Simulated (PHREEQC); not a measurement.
Make-up at 25 °C: 0.002 mol NaHCO3, 0.23 mol NaF and 3.8e-05 mol NaCl per kg of water. Closed to the air; pH follows from the charge balance.

Computed with PHREEQC (ion-association model, wateq4f.dat).

```tsv
quantity	before	after
pH	7.92	8.23
ionic strength (mol/kgw)	0.218	0.217
Na+ (mol/kgw)	0.218	0.217
SI of Halite (NaCl)	-6.95	-6.95
```

### Question
Which change was made?
A) diluted 5-fold with water
B) NaHCO3 left out
C) temperature from 25 to 10 °C
D) temperature from 25 to 90 °C
E) NaHCO3 replaced by (NH4)2CO3 at the same molality

### Answer
B, NaHCO3 left out

This is a speciation only: nothing precipitates in the calculation.
